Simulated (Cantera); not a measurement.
Feed: 1 mol SF6, 1 mol O2, 2.9 mol H2, at 100000 Pa.

Cantera equilibrium calculation (NASA polynomials, part measured and part estimated; ideal gas, pure solids and liquids). Candidate condensed phases: H2O, H2SO4, S; 43 gas species. The tables' values for SOF2 are old estimates; treat these amounts as uncertain. Rates play no part.

Question: At 2623 K, list the 7 most abundant gas species with their mole fractions, and the condensed phases.

Answer: HF 0.820, SO2 0.125, F 0.0287, SO 0.0159, O2 0.00743, O 0.00223, S 0.000484. Condensed: gas only.
